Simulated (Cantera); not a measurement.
Cantera run, input and output.

```python
import numpy as np
import cantera as ct

surf = ct.Interface("ptcombust.yaml", "Pt_surf")
gas = surf.adjacent["gas"]
gas.TPX = 300, 6700, {'CH4': 0.086, 'O2': 0.13, 'N2': 0.79}
jet = ct.ImpingingJet(gas=gas, width=0.042, surface=surf)
jet.inlet.mdot, jet.inlet.T, jet.inlet.X = 0.14, 300, {'CH4': 0.086, 'O2': 0.13, 'N2': 0.79}
jet.set_refine_criteria(ratio=10, slope=0.2, curve=0.3)
show, cover = ['CH4', 'O2', 'H2O', 'OH', 'CO', 'CO2'], ["PT(S)", "H(S)", "O(S)", "OH(S)", "CO(S)", "C(S)"]

rows = []
print(f"{'Ts/K':>7s}" + "".join(f"{s:>11s}" for s in show + cover) + "   (gas at the wall, coverages)")
for i, Ts in enumerate([950, 1000, 1050, 1100, 1150, 1200]):
    jet.surface.T = Ts
    if i == 0:
        surf.TP = Ts, 6700
        surf.coverages = "PT(S):0.5, O(S):0.5"
        surf.advance_coverages(1.0)
        jet.set_initial_guess(products="inlet")
    jet.solve(loglevel=0, auto=(i == 0))
    rows.append([*(jet.X[gas.species_index(s), -1] for s in show), *surf[cover].coverages])
    print(f"{Ts:7g}" + "".join(f"{x:11.3e}" for x in rows[-1]))
```

Output:

```
   Ts/K        CH4         O2        H2O         OH         CO        CO2      PT(S)       H(S)       O(S)      OH(S)      CO(S)       C(S)   (gas at the wall, coverages)
    950  1.571e-02  7.476e-03  1.269e-01  1.187e-09  5.278e-02  2.372e-02  7.352e-01  2.177e-04  4.364e-05  3.038e-05  2.600e-01  4.435e-03
   1000  1.288e-02  6.309e-03  1.305e-01  2.449e-09  6.117e-02  1.722e-02  8.265e-01  4.299e-04  2.551e-05  2.024e-05  1.677e-01  5.328e-03
   1050  1.124e-02  5.677e-03  1.308e-01  5.661e-09  6.405e-02  1.579e-02  8.966e-01  6.457e-04  2.203e-05  1.640e-05  9.826e-02  4.426e-03
   1100  1.044e-02  5.415e-03  1.288e-01  1.425e-08  6.315e-02  1.781e-02  9.421e-01  7.713e-04  2.615e-05  1.554e-05  5.436e-02  2.732e-03
   1150  1.012e-02  5.378e-03  1.257e-01  3.588e-08  6.029e-02  2.154e-02  9.681e-01  8.191e-04  3.556e-05  1.573e-05  2.952e-02  1.506e-03
   1200  1.006e-02  5.461e-03  1.221e-01  8.518e-08  5.645e-02  2.613e-02  9.822e-01  8.247e-04  5.019e-05  1.626e-05  1.612e-02  8.166e-04
```

Detailed kinetics in Cantera: Deutschmann's 1995 Pt surface mechanism with GRI-Mech 3.0 gas chemistry. Catalytic surfaces can have several steady states; this one follows from the mechanism file's or the stated starting coverage.
